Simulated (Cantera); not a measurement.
Input: 1 mol Cr, 2 mol NH3, 0.37 mol N2O, at 1775 K and 13.3 mbar.

Cantera equilibrium calculation (NASA polynomials, part measured and part estimated; ideal gas, pure solids and liquids). Mutual solubility and eutectic melting of coexisting phases are not modelled. The numbers say what is thermodynamically allowed, not how fast it happens.

```json
[
 {"species": "H2", "before": "0.677", "after": "0.649"},
 {"species": "N2", "before": "0.312", "after": "0.301"},
 {"species": "Cr", "before": "0.00487", "after": "0.0357"},
 {"species": "CrO", "before": "1.42e-5", "after": "0.000245"},
 {"species": "H", "before": "0.00206", "after": "0.00667"},
 {"species": "H2O", "before": "0.00391", "after": "0.00721"},
 {"species": "Cr(s), mol", "before": "0.743", "after": "0.612"},
 {"species": "Cr2O3(s), mol", "before": "0.118", "after": "0.112"}
]
```
Gas species are given as mole fractions.

Task: Name the change that produced these shifts.
A. temperature from 1775 K to 1925 K
B. N2O from 0.37 to 11 mol
C. temperature from 1775 K to 1098.15 K
D. temperature from 1775 K to 1298 K

Result: A, temperature from 1775 K to 1925 K
